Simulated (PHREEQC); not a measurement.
Consider water at 25 °C with 0.016 mol NH4HF2, 0.00052 mol H2SiF6, 0.021 mol HBF4 and 0.058 mol HCl per kg of water. Closed to the air; pH follows from the charge balance.

All values are PHREEQC results (ion-association model, wateq4f.dat), not measurements.

Each row changes one thing in this solution. No solid was allowed to form.

| case | pH | ionic strength (mol/kgw) | HF (mol/kgw) | H2F2 (mol/kgw) | F- (mol/kgw) | HF2- (mol/kgw) | SI of Quartz (SiO2) |
|---|---|---|---|---|---|---|---|
| as made | 1.27 | 0.0810 | 0.0278 | 0.00205 | 0.000451 | 4.90e-5 | -4.08 |
| diluted 2-fold with water | 1.55 | ? | 0.0151 | 0.000596 | 0.000440 | 2.57e-5 | -3.24 |
| HBF4 left out | 1.43 | 0.0602 | 0.0273 | 0.00197 | 0.000625 | 6.64e-5 | -4.30 |
| HCl from 0.058 to 0.0116 mol/kgw | 1.78 | ? | 0.0270 | 0.00191 | ? | 0.000137 | -4.89 |
| H2SiF6 from 0.00052 to 0.000468 mol/kgw | 1.27 | 0.0809 | 0.0278 | 0.00205 | 0.000452 | 4.91e-5 | ? |
| H2SiF6 from 0.00052 to 0.000572 mol/kgw | 1.27 | 0.0812 | 0.0278 | 0.00205 | 0.000451 | 4.90e-5 | -4.03 |

Problem. Complete the blanks.

Solution. 
- diluted 2-fold with water, ionic strength (mol/kgw): 0.0406
- HCl from 0.058 to 0.0116 mol/kgw, ionic strength (mol/kgw): 0.0356
- HCl from 0.058 to 0.0116 mol/kgw, F- (mol/kgw): 0.00131
- H2SiF6 from 0.00052 to 0.000468 mol/kgw, SI of Quartz (SiO2): -4.12

SiF6-2 is the database's only silicon fluoride. Real BF4- forms and hydrolyses slowly; the run takes it at equilibrium.
